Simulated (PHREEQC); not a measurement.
Na2CO3 is added in steps, without added water, to 1 kg of water holding 0.058 mol KOH and 0.0048 mol NaAlO2, at 5 °C. Oxygen alone is held at its pressure in air (log pO2 = -0.68). No CO2 enters from the air. Only these solids could form: Gibbsite, Nahcolite, Natron.

Base run: PHREEQC, ion-association model, wateq4f.dat. Each further column changes one thing. The table gives pH.

```json
[
 {"Na2CO3 added (mol)": "0", "base": "13.40", "0.03 mol/kgw CO2 added": "12.08", "temperature from 5 to 45 °C": "12.07", "diluted 100-fold with water": "11.48", "no solid may form": "13.40"},
 {"Na2CO3 added (mol)": "0.0058", "base": "13.39", "0.03 mol/kgw CO2 added": "12.08", "temperature from 5 to 45 °C": "12.06", "diluted 100-fold with water": "11.63", "no solid may form": "13.39"},
 {"Na2CO3 added (mol)": "0.0116", "base": "13.38", "0.03 mol/kgw CO2 added": "12.08", "temperature from 5 to 45 °C": "12.05", "diluted 100-fold with water": "11.68", "no solid may form": "13.38"},
 {"Na2CO3 added (mol)": "0.0145", "base": "13.38", "0.03 mol/kgw CO2 added": "12.08", "temperature from 5 to 45 °C": "12.05", "diluted 100-fold with water": "11.70", "no solid may form": "13.38"},
 {"Na2CO3 added (mol)": "0.0203", "base": "13.37", "0.03 mol/kgw CO2 added": "12.08", "temperature from 5 to 45 °C": "12.05", "diluted 100-fold with water": "11.74", "no solid may form": "13.37"},
 {"Na2CO3 added (mol)": "0.0261", "base": "13.37", "0.03 mol/kgw CO2 added": "12.08", "temperature from 5 to 45 °C": "12.04", "diluted 100-fold with water": "11.76", "no solid may form": "13.37"},
 {"Na2CO3 added (mol)": "0.0319", "base": "13.36", "0.03 mol/kgw CO2 added": "12.09", "temperature from 5 to 45 °C": "12.04", "diluted 100-fold with water": "11.78", "no solid may form": "13.36"},
 {"Na2CO3 added (mol)": "0.0377", "base": "13.36", "0.03 mol/kgw CO2 added": "12.09", "temperature from 5 to 45 °C": "12.03", "diluted 100-fold with water": "11.79", "no solid may form": "13.36"},
 {"Na2CO3 added (mol)": "0.0435", "base": "13.36", "0.03 mol/kgw CO2 added": "12.09", "temperature from 5 to 45 °C": "12.03", "diluted 100-fold with water": "11.81", "no solid may form": "13.36"},
 {"Na2CO3 added (mol)": "0.0464", "base": "13.35", "0.03 mol/kgw CO2 added": "12.09", "temperature from 5 to 45 °C": "12.03", "diluted 100-fold with water": "11.81", "no solid may form": "13.35"},
 {"Na2CO3 added (mol)": "0.0522", "base": "13.35", "0.03 mol/kgw CO2 added": "12.09", "temperature from 5 to 45 °C": "12.03", "diluted 100-fold with water": "11.82", "no solid may form": "13.35"},
 {"Na2CO3 added (mol)": "0.058", "base": "13.35", "0.03 mol/kgw CO2 added": "12.09", "temperature from 5 to 45 °C": "12.02", "diluted 100-fold with water": "11.83", "no solid may form": "13.35"}
]
```

At this temperature some constants are extrapolated from 25 °C, and those without enthalpy data are left unchanged.
